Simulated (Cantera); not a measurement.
**Ti + CH4 (titanium nitride, carbide and oxide coatings)**

Input: 1 mol Ti, a varied amount of CH4, equilibrated at 1175 K and 4.60 mbar.

These are equilibrium values from Cantera (NASA tables, ideal gas, pure condensed phases), not measurements of a reactor. Candidate condensed phases: C, C6H6, C7H8, C8H18, Ti, TiC; 77 gas species. Mutual solubility and eutectic melting of coexisting phases are not modelled. TiC: taken at fixed stoichiometry. Condensed phases not in the tables: N, O or C dissolved in the metal. The numbers say what is thermodynamically allowed, not how fast it happens.

From 0.39 mol CH4 to 0.74 mol CH4 the condensed part is Ti(β) + TiC(s). From 1.1 mol CH4 to 3.9 mol CH4 the condensed part is C(graphite) + TiC(s).

```
n(CH4) (mol)  log p H2  log p CH4  log p H  log p C2H2 (acetylene)  log p C2H4  n Ti(β)  n TiC(s)  n C(graphite)
------------  --------  ---------  -------  ----------------------  ----------  -------  --------  -------------
0.39             -2.34     -13.98    -8.08                    <-14        <-14    0.610     0.390              0
0.74             -2.34     -13.98    -8.08                    <-14        <-14    0.260     0.740              0
1.1              -2.34      -6.39    -8.08                   -9.53      -10.61        0      1.00         0.0998
1.4              -2.34      -6.39    -8.08                   -9.53      -10.61        0      1.00          0.400
1.8              -2.34      -6.39    -8.08                   -9.53      -10.61        0      1.00          0.800
2.1              -2.34      -6.39    -8.08                   -9.53      -10.61        0      1.00           1.10
2.5              -2.34      -6.39    -8.08                   -9.53      -10.61        0      1.00           1.50
2.8              -2.34      -6.39    -8.08                   -9.53      -10.61        0      1.00           1.80
3.2              -2.34      -6.39    -8.08                   -9.53      -10.61        0      1.00           2.20
3.5              -2.34      -6.39    -8.08                   -9.53      -10.61        0      1.00           2.50
3.9              -2.34      -6.39    -8.08                   -9.53      -10.61        0      1.00           2.90
```
log p: log10 of the partial pressure in bar; n: condensed amount in mol.
